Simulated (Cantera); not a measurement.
A Cantera script and what it prints.

```python
import numpy as np
import cantera as ct

gas_names = """
    Fe FeO Fe(OH)2 H HO2 H2 H2O H2O2 H2S H2SO4 O OH O2 O3 S SH SO SO2 SO3 S2 S2O S8
""".split()
cond_names = """
    Fe(a) Fe(c) Fe(d) Fe(L) FeO(s) FeO(L) Fe(OH)2(s) Fe(OH)3(s) FeS(a) FeS(b) FeS(c) FeS(L) FeSO4(s)
    FeS2(s) Fe2O3(s) Fe2S3O12(s) Fe3O4(s) H2O(s) H2O(L) H2SO4(L) S(cr1) S(cr2) S(L)
""".split()


def load(file, names, dense=False):
    # The tables refer to 1 bar. Condensed volumes are neglected.
    table = {s.name: s for s in ct.Species.list_from_file(file)}
    out = []
    for n in names:
        d = dict(table[n].input_data)
        d["thermo"] = dict(d["thermo"], **{"reference-pressure": 1e5})
        if dense:
            d["equation-of-state"] = {"model": "constant-volume", "density": "1e6 g/cm^3"}
        out.append(ct.Species.from_dict(d))
    return out


gas = ct.Solution(thermo="ideal-gas", species=load("nasa_gas.yaml", gas_names))
cond = {s.name: ct.Solution(thermo="fixed-stoichiometry", species=[s], name=s.name)
        for s in load("nasa_condensed.yaml", cond_names, dense=True)}
atoms = {
    'Fe2O3': {'Fe': 2, 'O': 3},
    'SO3': {'S': 1, 'O': 3},
    'H2O': {'H': 2, 'O': 1},
}
top_T = {'FeSO4(s)': 950, 'FeS2(s)': 1010, 'Fe2O3(s)': 1830, 'Fe2S3O12(s)': 1100, 'Fe3O4(s)': 1870}  # K; cautious upper limits of use, not melting points


def equilibrate(T, P, feed):
    n = {}
    for name, mol in feed.items():
        for a, k in atoms[name].items():
            n[a] = n.get(a, 0.0) + k * mol
    gas.TPX = T, P, n
    mass = sum(n.values()) * gas.mean_molecular_weight
    gas.equilibrate("TP")
    valid = [c for c in cond.values() if c.min_temp <= T <= top_T.get(c.name, c.max_temp)]
    mix = ct.Mixture([(gas, mass / gas.mean_molecular_weight)] + [(c, 0.0) for c in valid])
    mix.T, mix.P = T, P
    mix.equilibrate("TP", solver="vcs", rtol=1e-11, max_steps=5000)
    return mix


results = []
feed = {'Fe2O3': 1, 'SO3': 1, 'H2O': 0.59}  # mol
P = 1400000  # Pa
for T in [1023, 1073, 1123, 1173, 1223, 1273, 1323, 1373, 1423, 1473, 1523, 1573, 1623]:
    mix = equilibrate(T, P, feed)
    results.append((T, P, feed, dict(zip(mix.species_names, mix.species_moles))))

top = {s: max(r[3][s] / sum(r[3][g] for g in gas_names) for r in results) for s in gas_names}
cols = sorted((s for s in top if top[s] > 1e-05), key=lambda s: -top[s])[:6]
seen = [c for c in cond_names if any(r[3].get(c, 0) > 1e-12 for r in results)]
print("log10 of partial pressures in bar; condensed amounts in mol")
print(f"{'T/K':>10s}" + "".join(f"{s[:9]:>10s}" for s in cols + seen))
for T, P, feed, n in results:
    ng = sum(n[g] for g in gas_names)
    print(f"{T:10.4g}" + "".join(f"{np.log10(max(n[s] / ng * P / 1e5, 1e-99)):10.3f}" for s in cols)
          + "".join(f"{n.get(c, 0):10.4g}" for c in seen))
```

It prints:

```
log10 of partial pressures in bar; condensed amounts in mol
       T/K       H2O       SO2        O2       SO3     H2SO4        OH  Fe2O3(s) Fe2S3O12(
      1023     1.094    -0.172    -0.473    -0.267    -1.646    -5.650    0.6862    0.3138
      1073     0.984     0.277    -0.024     0.175    -1.526    -5.207    0.7363    0.2637
      1123     0.642     0.633     0.332     0.499    -1.735    -4.936         1         0
      1173     0.632     0.686     0.385     0.385    -2.032    -4.605         1         0
      1223     0.624     0.724     0.423     0.266    -2.317    -4.303         1         0
      1273     0.618     0.751     0.450     0.145    -2.588    -4.027         1         0
      1323     0.613     0.770     0.469     0.024    -2.845    -3.772         1         0
      1373     0.609     0.784     0.483    -0.093    -3.088    -3.536         1         0
      1423     0.606     0.794     0.493    -0.206    -3.315    -3.318         1         0
      1473     0.604     0.801     0.500    -0.315    -3.529    -3.114         1         0
      1523     0.603     0.807     0.506    -0.418    -3.729    -2.924         1         0
      1573     0.601     0.811     0.510    -0.516    -3.917    -2.746         1         0
      1623     0.600     0.814     0.513    -0.609    -4.093    -2.579         1         0
```

Method: chemical equilibrium by Gibbs-energy minimisation in Cantera with the NASA 1993 tables (ideal gas, pure condensed phases). Mutual solubility and eutectic melting of coexisting phases are not modelled.
